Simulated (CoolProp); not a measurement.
Saturated liquid density (kg/m³) of ethylene: the reference equation beside estimates from Tc = 282.4 K, pc = 5042 kPa, ω = 0.087. Rackett uses Z = 0.29056 − 0.08775 ω.

Values from CoolProp's reference Helmholtz-energy equation of state, Smukala 2000.

```csv
T (K),reference,Rackett,Redlich-Kwong,Soave-Redlich-Kwong,Peng-Robinson
221.8,___,480.1,448.3,453.2,513.9
225.4,476.5,473.4,439.9,___,504.6
228.9,469.6,466.7,431.4,436.6,495.1
232.5,462.3,459.5,422.4,427.7,485.0
236,454.9,452.3,413.3,418.7,___
239.6,447.0,444.6,403.5,409.0,463.6
243.1,439.0,436.7,393.6,399.1,452.2
246.7,___,___,___,388.5,439.9
250.2,421.5,419.7,372.1,377.5,427.2
```

What belongs in the gaps?


- 221.8, reference: 483.3
- 225.4, Soave-Redlich-Kwong: 444.9
- 236, Peng-Robinson: 474.7
- 246.7, reference: 430.4
- 246.7, Rackett: 428.3
- 246.7, Redlich-Kwong: 383.0

Absolute difference from the reference over all 9 rows, mean and median: Rackett 0.6 and 0.6 %, Redlich-Kwong 9.3 and 9.1 %, Soave-Redlich-Kwong 8.1 and 8.0 %, Peng-Robinson 4.1 and 4.4 %.
